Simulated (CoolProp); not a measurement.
Dry air at 689.27 K and 0.607 MPa is compressed adiabatically to 2.32 MPa with isentropic efficiency 0.85. Each further row changes one setting.

Model: reference Helmholtz-energy equation of state, Lemmon 2000, in CoolProp. It is a pseudo-pure fit of the blend.

```json
[
 {"case": "as stated", "work (kJ/kg)": "…", "final temperature (K)": "…", "final density (kg/m³)": "…"},
 {"case": "efficiency 1", "work (kJ/kg)": "…", "final temperature (K)": "…", "final density (kg/m³)": "8.21"},
 {"case": "efficiency 0.65", "work (kJ/kg)": "…", "final temperature (K)": "1126.4", "final density (kg/m³)": "…"}
]
```

Question: Some entries are withheld; supply them.

Answer: 
- as stated, work (kJ/kg): 376
- as stated, final temperature (K): 1026.4
- as stated, final density (kg/m³): 7.82
- efficiency 1, work (kJ/kg): 319
- efficiency 1, final temperature (K): 977.1
- efficiency 0.65, work (kJ/kg): 491
- efficiency 0.65, final density (kg/m³): 7.13
